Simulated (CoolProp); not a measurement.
Dry air at 128.3 K and 1.53 MPa flows at 1.5 m/s in a round tube of 20 mm bore and 15 µm roughness, fully developed (64/Re and Nu = 3.66 if laminar; Colebrook and Gnielinski if turbulent). Each further row changes one setting.

Model: reference Helmholtz-energy equation of state, Lemmon 2000, in CoolProp. It is a pseudo-pure fit of the blend.

| case | Reynolds number | Darcy friction factor | pressure drop (Pa/m) | heat-transfer coefficient (W/(m² K)) | mass flow (kg/h) |
|---|---|---|---|---|---|
| as stated | 158000 | 0.0204 | 57.4 | 273 | 85.0 |
| velocity 3 m/s | 317000 | 0.0194 | 219 | 523 | 170 |
| diameter 40 mm | 317000 | 0.0174 | 24.5 | 233 | 340 |

Viscosity comes from a separate model (Lemmon 2004). Thermal conductivity comes from a separate model (Lemmon 2004).
